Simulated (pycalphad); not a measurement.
All values are pycalphad results on the COST 507 light-alloy database (1999) (1 atm), not direct measurements. These are 1990s assessments: newer ones move some temperatures and phases. Not assessed as a whole: an extrapolation from subsystems, which can miss ternary compounds. Amounts are mole fractions of atoms.

Q: Give the equilibrium state of Al-7.56Sn-0.43Si (at.%) at 575 K.

A: fcc, fraction 0.917, with 0.01 Sn, 0.06 Si at.%; liquid, fraction 0.079, with 95.4 Sn, <0.01 Si at.%; diamond (Si), fraction 0.004, with <0.01 Sn, >99.99 Si at.%.

Q: Give the equilibrium state of Al-7.56Sn-0.43Si (at.%) at 500 K.

A: 
```
T = 500.00 K, P = 101325 Pa, N = 1 mol of atoms
G = -16438 J/mol, H = 5264 J/mol, S = 43.40 J/(mol K)  (SER reference)
chemical potentials (J/mol): Al -15579, Sn -27220, Si -10615
phase             fraction      x(Al)      x(Sn)      x(Si)
FCC_A1              0.9195     0.9998   3.71e-05   0.000131
BCT_A5              0.0763     0.0098     0.9902       none
DIAMOND_A4          0.0042   1.22e-11   1.87e-07     1.0000
```

FCC_A1 is fcc; DIAMOND_A4 is diamond (Si); BCT_A5 is bct (Sn). An entry "none" or "no" means that the model of the phase leaves that element out.
